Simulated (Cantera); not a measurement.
## Formation from one mole of Cl₂

Standard-state values (1 bar) from the NASA 1993 polynomials, evaluated with Cantera. Values are per mole of reaction as written; species without (g) are pure solids or liquids, kept so even where they would boil at 1 bar.

0.6667 Al + Cl₂(g) = 0.6667 AlCl₃(g)

```json
[
 {"T (K)": "300", "ΔH° (kJ)": "-389.7", "ΔS° (J/K)": "-32.3", "ΔG° (kJ)": "-380.0", "log10 K": "66.17", "condensed phases": "Al(s)"},
 {"T (K)": "598", "ΔH° (kJ)": "-390.3", "ΔS° (J/K)": "-33.6", "ΔG° (kJ)": "-370.2", "log10 K": "32.34", "condensed phases": "Al(s)"},
 {"T (K)": "648", "ΔH° (kJ)": "-390.4", "ΔS° (J/K)": "-33.8", "ΔG° (kJ)": "-368.5", "log10 K": "29.70", "condensed phases": "Al(s)"},
 {"T (K)": "698", "ΔH° (kJ)": "-390.5", "ΔS° (J/K)": "-34.0", "ΔG° (kJ)": "-366.8", "log10 K": "27.45", "condensed phases": "Al(s)"},
 {"T (K)": "748", "ΔH° (kJ)": "-390.7", "ΔS° (J/K)": "-34.2", "ΔG° (kJ)": "-365.1", "log10 K": "25.50", "condensed phases": "Al(s)"},
 {"T (K)": "798", "ΔH° (kJ)": "-390.9", "ΔS° (J/K)": "-34.4", "ΔG° (kJ)": "-363.4", "log10 K": "23.79", "condensed phases": "Al(s)"},
 {"T (K)": "848", "ΔH° (kJ)": "-391.1", "ΔS° (J/K)": "-34.7", "ΔG° (kJ)": "-361.7", "log10 K": "22.28", "condensed phases": "Al(s)"},
 {"T (K)": "898", "ΔH° (kJ)": "-391.3", "ΔS° (J/K)": "-34.9", "ΔG° (kJ)": "-359.9", "log10 K": "20.94", "condensed phases": "Al(s)"},
 {"T (K)": "948", "ΔH° (kJ)": "-398.7", "ΔS° (J/K)": "-42.8", "ΔG° (kJ)": "-358.1", "log10 K": "19.73", "condensed phases": "Al(l)"}
]
```

Fe + Cl₂(g) = FeCl₂(g)

```tsv
T (K)	ΔH° (kJ)	ΔS° (J/K)	ΔG° (kJ)	log10 K
300	-141.0	48.9	-155.7	27.10
598	-142.4	45.9	-169.8	14.84
648	-142.8	45.3	-172.1	13.87
698	-143.2	44.6	-174.4	13.05
748	-143.7	43.9	-176.6	12.33
798	-144.3	43.2	-178.8	11.70
848	-145.0	42.4	-180.9	11.14
898	-145.8	41.5	-183.0	10.64
948	-146.8	40.4	-185.0	10.20
```

Sr + Cl₂(g) = SrCl₂

| T (K) | ΔH° (kJ) | ΔS° (J/K) | ΔG° (kJ) | log10 K |
|---|---|---|---|---|
| 300 | -828.8 | -163.2 | -779.9 | 135.79 |
| 598 | -824.0 | -152.1 | -733.0 | 64.03 |
| 648 | -823.1 | -150.7 | -725.5 | 58.48 |
| 698 | -822.2 | -149.3 | -718.0 | 53.73 |
| 748 | -821.1 | -147.8 | -710.5 | 49.62 |
| 798 | -820.0 | -146.4 | -703.2 | 46.03 |
| 848 | -819.7 | -146.0 | -695.9 | 42.86 |
| 898 | -818.3 | -144.4 | -688.6 | 40.05 |
| 948 | -816.7 | -142.7 | -681.4 | 37.55 |

Pb + Cl₂(g) = PbCl₂(g)

```csv
T (K),ΔH° (kJ),ΔS° (J/K),ΔG° (kJ),log10 K,condensed phases
300,-174.1,29.3,-182.9,31.84,Pb(s)
598,-176.2,24.5,-190.8,16.67,Pb(s)
648,-181.5,15.7,-191.7,15.45,Pb(l)
698,-182.0,15.0,-192.4,14.40,Pb(l)
748,-182.5,14.3,-193.2,13.49,Pb(l)
798,-182.9,13.7,-193.9,12.69,Pb(l)
848,-183.4,13.1,-194.5,11.98,Pb(l)
898,-183.9,12.6,-195.2,11.35,Pb(l)
948,-184.3,12.1,-195.8,10.79,Pb(l)
```
